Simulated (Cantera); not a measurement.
What does this Cantera script print?

```python
import numpy as np
import cantera as ct

gas_names = """
    N2 H2S NH3
""".split()
cond_names = """
    NiS(b) NiS(a) NiS(L) Ni3S4(s)
""".split()


# ... load() reads the species with a 1 bar reference pressure and builds the phases ...
species = {s.name: s for s in load("nasa_gas.yaml", gas_names) + load("nasa_condensed.yaml", cond_names)}
# Each term lists the table entries of one substance; the one whose range holds T is used.
reactions = {
    'N2(g) + 9 NiS + 3 H2S(g) = 3 Ni3S4 + 2 NH3(g)':
        [(-1, ['N2']), (-9, ['NiS(b)', 'NiS(a)', 'NiS(L)']), (-3, ['H2S']), (3, ['Ni3S4(s)']), (2, ['NH3'])],
}


def pick(names, T):
    return next(species[n] for n in names if species[n].thermo.min_temp <= T <= species[n].thermo.max_temp)


results = []
for label, terms in reactions.items():
    print(label)
    print("     T/K   dH/kJ  dS/(J/K)   dG/kJ   log10 K")
    for T in [398, 448, 498, 548, 598]:
        used = [(nu, pick(names, T)) for nu, names in terms]
        dH = sum(nu * s.thermo.h(T) for nu, s in used) / 1e6
        dS = sum(nu * s.thermo.s(T) for nu, s in used) / 1e3
        dG = dH - T * dS / 1e3
        logK = -dG * 1e6 / (ct.gas_constant * T * np.log(10))
        results.append((label, T, dH, dS, dG, logK, [s.name for _, s in used]))
        print(f"{T:8g} {dH:8.1f} {dS:8.1f} {dG:8.1f} {logK:8.2f}")
```

It prints:

```
N2(g) + 9 NiS + 3 H2S(g) = 3 Ni3S4 + 2 NH3(g)
     T/K   dH/kJ  dS/(J/K)   dG/kJ   log10 K
     398   -141.3   -336.2     -7.5     0.98
     448   -139.8   -332.6      9.2    -1.08
     498   -137.8   -328.4     25.8    -2.70
     548   -135.2   -323.4     42.1    -4.01
     598   -132.0   -317.8     58.1    -5.07
```

Standard-state values (1 bar) from the NASA 1993 polynomials, evaluated with Cantera. Condensed species are held in their standard states even where they would react or evaporate.
